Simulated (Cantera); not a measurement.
What does this Cantera script print?

```python
import numpy as np
import cantera as ct

gas_names = """
    C CH CH2 CH3 CH2OH CH3O CH4 CH3OH CO CO2 COOH C2 C2H CHCO,ketyl C2H2,acetylene C2H2,vinylidene
    CH2CO,ketene C2H3,vinyl CH3CO,acetyl C2H4 C2H4O,ethylen CH3CHO,ethanal CH3COOH (HCOOH)2 C2H5 C2H6
    CH3OCH3 C2H5OH C2O C3 C3H3,propargyl C3H4,allene C3H4,propyne C3H4,cyclo- C3H5,allyl C3H6,propylene
    C3H6,cyclo- C3H6O C3H7,n-propyl C3H7,i-propyl C3H8 C3H8O,1propanol C3H8O,2propanol C3O2 C4 C4H2
    C4H4,1,3-cyclo- C4H6,butadiene C4H6,2-butyne C4H6,cyclo- C4H8,1-butene C4H8,cis2-buten
    C4H8,tr2-butene C4H8,isobutene C4H8,cyclo- (CH3COOH)2 C4H9,n-butyl C4H9,i-butyl C4H9,s-butyl
    C4H9,t-butyl C4H10,isobutane C4H10,n-butane C5 C5H6,1,3cyclo- C5H8,cyclo- C5H10,1-pentene
    C5H10,cyclo- C5H11,pentyl C5H11,t-pentyl C5H12,n-pentane C5H12,i-pentane CH3C(CH3)2CH3 C6H2
    C6H5,phenyl C6H5O,phenoxy C6H6 C6H5OH,phenol C6H10,cyclo- C6H12,1-hexene C6H12,cyclo- C6H13,n-hexyl
    C7H7,benzyl C7H8 C7H8O,cresol C7H14,1-heptene C7H15,n-heptyl C7H16,n-heptane C8H8,styrene
    C8H10,ethylbenz C8H16,1-octene C8H17,n-octyl C8H18,isooctane C8H18,n-octane C9H19,n-nonyl
    C10H8,naphthale C10H21,n-decyl C12H9,o-bipheny C12H10,bipheny H HCO HO2 H2 HCHO,formaldehy HCOOH H2O
    H2O2 O OH O2 O3 Pb PbO Pb2
""".split()
cond_names = """
    C(gr) C6H6(L) C7H8(L) C8H18(L),n-octa H2O(s) H2O(L) Pb(cr) Pb(L) PbO(rd) PbO(yw) PbO(L) PbO2(s)
    Pb3O4(s)
""".split()


def load(file, names, dense=False):
    # The tables refer to 1 bar. Condensed volumes are neglected.
    table = {s.name: s for s in ct.Species.list_from_file(file)}
    out = []
    for n in names:
        d = dict(table[n].input_data)
        d["thermo"] = dict(d["thermo"], **{"reference-pressure": 1e5})
        if dense:
            d["equation-of-state"] = {"model": "constant-volume", "density": "1e6 g/cm^3"}
        out.append(ct.Species.from_dict(d))
    return out


gas = ct.Solution(thermo="ideal-gas", species=load("nasa_gas.yaml", gas_names))
cond = {s.name: ct.Solution(thermo="fixed-stoichiometry", species=[s], name=s.name)
        for s in load("nasa_condensed.yaml", cond_names, dense=True)}
atoms = {
    'Pb': {'Pb': 1},
    'CO': {'C': 1, 'O': 1},
    'H2': {'H': 2},
}
top_T = {'C(gr)': 4500, 'Pb3O4(s)': 820}  # K; cautious upper limits of use, not melting points


def equilibrate(T, P, feed):
    n = {}
    for name, mol in feed.items():
        for a, k in atoms[name].items():
            n[a] = n.get(a, 0.0) + k * mol
    gas.TPX = T, P, n
    mass = sum(n.values()) * gas.mean_molecular_weight
    gas.equilibrate("TP")
    valid = [c for c in cond.values() if c.min_temp <= T <= top_T.get(c.name, c.max_temp)]
    mix = ct.Mixture([(gas, mass / gas.mean_molecular_weight)] + [(c, 0.0) for c in valid])
    mix.T, mix.P = T, P
    mix.equilibrate("TP", solver="vcs", rtol=1e-11, max_steps=5000)
    return mix


results = []
feed = {'Pb': 1, 'CO': 2.7, 'H2': 2.5}  # mol
T = 925  # K
for P in [10, 42, 180, 750, 3200, 13000, 56000, 240000, 1000000]:
    mix = equilibrate(T, P, feed)
    results.append((T, P, feed, dict(zip(mix.species_names, mix.species_moles))))
    x = sorted(zip(gas.X, gas.species_names), reverse=True)
    print(f"T = {T:g} K  P = {P:g} Pa  gas = {mix.phase_moles(0):.4g} mol")
    print("   x: " + "  ".join(f"{s} {v:.3e}" for v, s in x if v > 1e-05))
    print("   condensed (mol): " + ("  ".join(f"{mix.phase(i).name} {mix.phase_moles(i):.4g}"
          for i in range(1, mix.n_phases) if mix.phase_moles(i) > 1e-12) or "none"))
```

Output:

```
T = 925 K  P = 10 Pa  gas = 5.342 mol
   x: CO 5.052e-01  H2 4.679e-01  Pb 2.672e-02  CO2 7.673e-05  H2O 3.514e-05
   condensed (mol): C(gr) 0.0005711  Pb(L) 0.8573
T = 925 K  P = 42 Pa  gas = 5.231 mol
   x: CO 5.154e-01  H2 4.778e-01  Pb 6.361e-03  CO2 3.353e-04  H2O 1.537e-04  CH4 2.175e-05
   condensed (mol): C(gr) 0.002444  Pb(L) 0.9667
T = 925 K  P = 180 Pa  gas = 5.196 mol
   x: CO 5.161e-01  H2 4.803e-01  Pb 1.484e-03  CO2 1.441e-03  H2O 6.631e-04  CH4 9.420e-05
   condensed (mol): C(gr) 0.01044  Pb(L) 0.9923
T = 925 K  P = 750 Pa  gas = 5.156 mol
   x: CO 5.093e-01  H2 4.814e-01  CO2 5.848e-03  H2O 2.733e-03  CH4 3.944e-04  Pb 3.562e-04
   condensed (mol): C(gr) 0.04221  Pb(L) 0.9982
T = 925 K  P = 3200 Pa  gas = 5.024 mol
   x: H2 4.831e-01  CO 4.817e-01  CO2 2.232e-02  H2O 1.107e-02  CH4 1.695e-03  Pb 8.349e-05
   condensed (mol): C(gr) 0.1592  Pb(L) 0.9996
T = 925 K  P = 13000 Pa  gas = 4.685 mol
   x: H2 4.819e-01  CO 4.081e-01  CO2 6.509e-02  H2O 3.801e-02  CH4 6.850e-03  Pb 2.055e-05
   condensed (mol): C(gr) 0.4509  Pb(L) 0.9999
T = 925 K  P = 56000 Pa  gas = 4.106 mol
   x: H2 4.510e-01  CO 2.826e-01  CO2 1.344e-01  H2O 1.061e-01  CH4 2.585e-02
   condensed (mol): C(gr) 0.8815  Pb(L) 1
T = 925 K  P = 240000 Pa  gas = 3.522 mol
   x: H2 3.588e-01  H2O 2.108e-01  CO2 1.956e-01  CO 1.647e-01  CH4 7.012e-02
   condensed (mol): C(gr) 1.184  Pb(L) 1
T = 925 K  P = 1e+06 Pa  gas = 3.106 mol
   x: H2O 3.118e-01  H2 2.374e-01  CO2 2.346e-01  CH4 1.279e-01  CO 8.834e-02
   condensed (mol): C(gr) 1.3  Pb(L) 1
```

Method: chemical equilibrium by Gibbs-energy minimisation in Cantera with the NASA 1993 tables (ideal gas, pure condensed phases).
